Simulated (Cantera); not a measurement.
Cantera with NASA thermochemical tables; ideal gases at 1 bar, condensed phases pure. Values are per mole of reaction as written; species without (g) are pure solids or liquids, kept so even where they would boil at 1 bar. TiC: taken at fixed stoichiometry.

Between 448 and 948 K, where is each reaction favourable under standard conditions?
- Ti + C + 3 HCl(g) → TiCl3 + CH3(g)
- 4 Cl2(g) + Ti + 3 C3H8(g) → TiC + 8 CH3Cl(g)
- 4 TiCl4(g) + TiC + 3 H(g) → CH3Cl(g) + 5 TiCl3(g)


- Ti + C + 3 HCl(g) → TiCl3 + CH3(g): ΔG° is -180 kJ at 448 K and -55 kJ at 948 K; it stays negative (K > 1). ΔH° is -288 kJ and ΔS° -245 J/K at 948 K.
- 4 Cl2(g) + Ti + 3 C3H8(g) → TiC + 8 CH3Cl(g): ΔG° is -599 kJ at 448 K and -672 kJ at 948 K; it stays negative (K > 1). ΔH° is -540 kJ and ΔS° 139 J/K at 948 K.
- 4 TiCl4(g) + TiC + 3 H(g) → CH3Cl(g) + 5 TiCl3(g): ΔG° is -207 kJ at 448 K and -198 kJ at 948 K; it stays negative (K > 1). ΔH° is -229 kJ and ΔS° -32 J/K at 948 K.
